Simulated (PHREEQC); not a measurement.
Make-up at 20 °C: 0.44 mol/kgw H2SO4 and 0.21 mol/kgw Na2SO4. Closed to the air; pH follows from the charge balance.

The numbers come from PHREEQC with the Pitzer model, pitzer.dat.

```json
{
  "pH": "0.48",
  "ionic_strength": "1.06 mol/kgw",
  "activity_of_water": "0.977",
  "density": "1.048 g/cm³",
  "osmotic_coefficient": "0.865",
  "total_alkalinity": "-880 meq/kg"
}
```

```tsv
species	molality	activity	log γ
HSO4-	0.447	0.292	-0.185
H+	0.433	0.331	-0.118
Na+	0.420	0.294	-0.155
SO4-2	0.203	0.0106	-1.282
```

Precipitation was switched off in this run. In brines, pH and single-ion activities rest on the MacInnes convention.
